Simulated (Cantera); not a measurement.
## Ignition delay

Mixture: H2 : O2 : N2 = 1 : 0.98 : 4.8 (molar parts), equivalence ratio 0.51, at 1.00 atm, adiabatic and at constant pressure. Ignition delay is the time to a rise of 400 K.

Cantera simulation using the H2/O2 subset of GRI-Mech 3.0, which has no nitrogen chemistry; the numbers are that mechanism's predictions, not measurements. Where the delays flatten at high temperature, the 400 K rule measures the pace of heat release, not the induction time.

```csv
T0 (K),delay (ms)
1200,0.0640
1250,0.0525
1300,0.0450
1350,0.0402
1400,0.0372
1450,0.0354
1500,0.0346
1550,0.0346
```
